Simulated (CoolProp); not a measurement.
A single-stage vapour-compression cycle with R22: evaporating at 266.15 K (dew point), condensing at 287.15 K (bubble point), superheat 10 K, subcooling 0 K, compressor efficiency 0.9, no pressure losses. Each further row changes one setting.

Computed with CoolProp (reference Helmholtz-energy equation of state, Kamei 1995).

```json
[
 {"case": "as stated", "cooling COP": "10.2", "pressure ratio": "1.95", "discharge temperature (K)": "310.7", "refrigerating effect (kJ/kg)": "193", "volumetric capacity (kJ/m³)": "3100"},
 {"case": "evaporating temperature 271.15 K", "cooling COP": "13.9", "pressure ratio": "1.64", "discharge temperature (K)": "?", "refrigerating effect (kJ/kg)": "195", "volumetric capacity (kJ/m³)": "3690"},
 {"case": "condensing temperature 282.15 K", "cooling COP": "13.7", "pressure ratio": "1.68", "discharge temperature (K)": "302.8", "refrigerating effect (kJ/kg)": "199", "volumetric capacity (kJ/m³)": "3200"},
 {"case": "subcooling 5 K", "cooling COP": "10.5", "pressure ratio": "1.95", "discharge temperature (K)": "310.7", "refrigerating effect (kJ/kg)": "199", "volumetric capacity (kJ/m³)": "3200"},
 {"case": "superheat 20 K", "cooling COP": "?", "pressure ratio": "1.95", "discharge temperature (K)": "321.1", "refrigerating effect (kJ/kg)": "?", "volumetric capacity (kJ/m³)": "3070"},
 {"case": "compressor efficiency 0.8", "cooling COP": "9.09", "pressure ratio": "1.95", "discharge temperature (K)": "?", "refrigerating effect (kJ/kg)": "193", "volumetric capacity (kJ/m³)": "3100"}
]
```

Complete the blanks.


- evaporating temperature 271.15 K, discharge temperature (K): 307.2
- superheat 20 K, cooling COP: 10.1
- superheat 20 K, refrigerating effect (kJ/kg): 200
- compressor efficiency 0.8, discharge temperature (K): 313.8
